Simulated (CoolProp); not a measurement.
Benzene at 354.34 K and 0.0651 MPa flows at 12 m/s in a round tube of 12.7 mm bore and 15 µm roughness, fully developed (64/Re and Nu = 3.66 if laminar; Colebrook and Gnielinski if turbulent). Each further row changes one setting.

Values from CoolProp's reference Helmholtz-energy equation of state, Thol 2012.

```csv
case,Reynolds number,Darcy friction factor,pressure drop (Pa/m),heat-transfer coefficient (W/(m² K)),mass flow (kg/h)
as stated,30100,0.0264,264,99.9,…
velocity 24 m/s,60200,…,958,183,…
diameter 25.4 mm,60200,…,111,84.5,38.6
```

### Question
What belongs in the gaps?

### Answer

- as stated, mass flow (kg/h): 9.65
- velocity 24 m/s, Darcy friction factor: 0.0240
- velocity 24 m/s, mass flow (kg/h): 19.3
- diameter 25.4 mm, Darcy friction factor: 0.0222

Viscosity comes from a separate model (Avgeri 2014). Thermal conductivity comes from a separate model (Assael 2012).
